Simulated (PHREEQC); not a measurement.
1 kg of water holding 21 mmol/kgw KOH and 20 mmol/kgw NaOH meets 20 L of dry gas (CO2 0.47, H2 0.53 by moles) at fixed total pressure, at 40 °C; fugacities by Peng-Robinson. The gases take part in no redox reaction, some water evaporates into the gas, and hydrates or a liquid gas phase aren't modelled. No solid was allowed to form.

The numbers come from PHREEQC with the ion-association model, phreeqc.dat.

**Question.** Predict dissolved CO2 (all carbonate carbon) (mol/kgw), φ of CO2, dissolved H2 (mol/kgw) at P (atm) = 2, 5, 20, 100.

**Answer.** 
| P (atm) | dissolved CO2 (all carbonate carbon) (mol/kgw) | φ of CO2 | dissolved H2 (mol/kgw) |
|---|---|---|---|
| 2 | 0.0612 | 0.992 | 0.000785 |
| 5 | 0.0928 | 0.981 | 0.00197 |
| 20 | 0.238 | 0.926 | 0.00790 |
| 100 | 0.727 | 0.692 | 0.0393 |

Constants without temperature data keep their 25 °C values here.
